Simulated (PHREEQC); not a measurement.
Reverse-osmosis reject (model solution)

Model water analysis in mg/kgw, 25 °C, pH 6.3, pe 8.2:

| constituent | mg/kgw |
|---|---|
| Na | 58.9 |
| K | 226 |
| Ca | 257 |
| Mg | 14.6 |
| Cl | 306 |
| S(6) as SO4 | 588 |
| Alkalinity as HCO3 | 131 |
| Pb | 14.6 |

Valence states are taken as typed.

Computed with PHREEQC (ion-association model, phreeqc.dat).

Precipitation was switched off in this run.

Q: What ionic strength does the model give?

A: ionic strength 0.0301 mol/kgw.

Q: In which forms is C present?

A: HCO3- 50 %, CO2 48 %, CaHCO3+ 1.7 %, PbCO3 0.6 % of the C.

Saturation is exceeded, for instance for Cerussite, Anglesite; the values hold only as long as no solid forms. Species that the database lacks are ignored.
